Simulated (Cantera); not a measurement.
An isothermal, constant-pressure homogeneous reactor starts with H2 : O2 : N2 : H2O = 1.7 : 1 : 6.4 : 0.31 (molar parts), equivalence ratio 0.85, at 1248 K and 0.987 atm.

Cantera simulation using GRI-Mech 3.0 (53 species, 325 reactions); the numbers are that mechanism's predictions, not measurements. The temperature is held fixed by assumption; the heat of reaction is taken as removed at once.

x: mole fraction; the columns are a selection and need not sum to one.

```json
[
 {"t (s)": "0.000300", "x H2": "0.00222", "x O2": "0.0184", "x OH": "0.000651", "x NO": "7.60e-6", "x NO2": "(withheld)", "x O": "0.000199", "x H": "0.000383"},
 {"t (s)": "0.00107", "x H2": "0.000248", "x O2": "0.0176", "x OH": "0.000174", "x NO": "7.56e-6", "x NO2": "(withheld)", "x O": "1.52e-5", "x H": "1.09e-5"},
 {"t (s)": "0.00382", "x H2": "2.17e-5", "x O2": "0.0175", "x OH": "6.08e-5", "x NO": "7.49e-6", "x NO2": "(withheld)", "x O": "1.60e-6", "x H": "3.58e-7"},
 {"t (s)": "0.0136", "x H2": "1.87e-6", "x O2": "0.0175", "x OH": "2.52e-5", "x NO": "7.54e-6", "x NO2": "(withheld)", "x O": "2.60e-7", "x H": "1.57e-8"},
 {"t (s)": "0.0486", "x H2": "3.24e-7", "x O2": "0.0175", "x OH": "1.21e-5", "x NO": "7.59e-6", "x NO2": "(withheld)", "x O": "6.00e-8", "x H": "1.51e-9"},
 {"t (s)": "0.173", "x H2": "9.92e-8", "x O2": "0.0175", "x OH": "6.62e-6", "x NO": "7.61e-6", "x NO2": "2.73e-8", "x O": "1.81e-8", "x H": "2.67e-10"},
 {"t (s)": "0.618", "x H2": "6.14e-8", "x O2": "0.0175", "x OH": "4.78e-6", "x NO": "7.61e-6", "x NO2": "2.90e-8", "x O": "9.46e-9", "x H": "1.22e-10"},
 {"t (s)": "2.20", "x H2": "5.93e-8", "x O2": "0.0175", "x OH": "4.63e-6", "x NO": "7.61e-6", "x NO2": "2.96e-8", "x O": "8.88e-9", "x H": "1.15e-10"},
 {"t (s)": "7.86", "x H2": "5.93e-8", "x O2": "0.0175", "x OH": "4.63e-6", "x NO": "7.61e-6", "x NO2": "2.96e-8", "x O": "8.87e-9", "x H": "1.14e-10"},
 {"t (s)": "28.0", "x H2": "5.93e-8", "x O2": "0.0175", "x OH": "4.63e-6", "x NO": "7.61e-6", "x NO2": "2.96e-8", "x O": "8.87e-9", "x H": "1.14e-10"},
 {"t (s)": "100", "x H2": "5.93e-8", "x O2": "0.0175", "x OH": "4.63e-6", "x NO": "7.61e-6", "x NO2": "2.96e-8", "x O": "8.87e-9", "x H": "1.14e-10"}
]
```

Problem. Complete the blanks.

Solution. 
- 0.000300, x NO2: 1.09e-8
- 0.00107, x NO2: 7.58e-8
- 0.00382, x NO2: 1.50e-7
- 0.0136, x NO2: 9.83e-8
- 0.0486, x NO2: 4.28e-8
